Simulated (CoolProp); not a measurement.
The numbers come from the reference Helmholtz-energy equation of state, de Reuck 1993 in CoolProp.

Task: For methanol, give the phase and the speed of sound (m/s) at 148.75 °C and 1.01 bar; 191.85 °C and 1.01 bar.

Result: 
- 148.75 °C and 1.01 bar: gas; speed of sound 358
- 191.85 °C and 1.01 bar: gas; speed of sound 375
